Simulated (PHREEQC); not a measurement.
Solution (25 °C): 0.0023 mol K2CO3, 0.14 mol K2SO4 and 8.5e-05 mol KBr per kg of water. Closed to the air; pH follows from the charge balance.

Equilibrium calculation in PHREEQC: Pitzer model, pitzer.dat.

Each row changes one thing in this solution. This is a speciation only: nothing precipitates in the calculation.

| case | pH | CO3-2 (mol/kgw) | HCO3- (mol/kgw) | CO2 (mol/kgw) | HSO4- (mol/kgw) | SI of Arcanite (K2SO4) |
|---|---|---|---|---|---|---|
| as made | 10.49 | 0.00186 | 0.000444 | 1.98e-8 | 1.20e-10 | -1.27 |
| temperature from 25 to 35 °C | 10.28 | 0.00174 | 0.000562 | 3.74e-8 | 2.61e-10 | -1.39 |
| temperature from 25 to 50 °C | 9.99 | 0.00153 | 0.000772 | 9.37e-8 | 7.76e-10 | -1.54 |
| diluted 100-fold with water | 9.28 | 2.23e-6 | 2.07e-5 | 2.21e-8 | 5.66e-11 | -6.25 |
| diluted 10-fold with water | 10.02 | 0.000103 | 0.000127 | 2.19e-8 | 7.27e-11 | -3.58 |
| K2SO4 from 0.14 to 0.126 mol/kgw | 10.50 | 0.00185 | 0.000448 | 2.00e-8 | 1.11e-10 | -1.37 |
| K2SO4 from 0.14 to 0.028 mol/kgw | 10.59 | 0.00180 | 0.000501 | 2.16e-8 | 3.20e-11 | -2.80 |
| diluted 5-fold with water | 10.18 | 0.000266 | 0.000194 | 2.16e-8 | 8.40e-11 | -2.84 |
| K2CO3 from 0.0023 to 0.0046 mol/kgw | 10.65 | 0.00395 | 0.000647 | 1.97e-8 | 8.17e-11 | -1.26 |

At this temperature some constants are extrapolated from 25 °C, and those without enthalpy data are left unchanged.
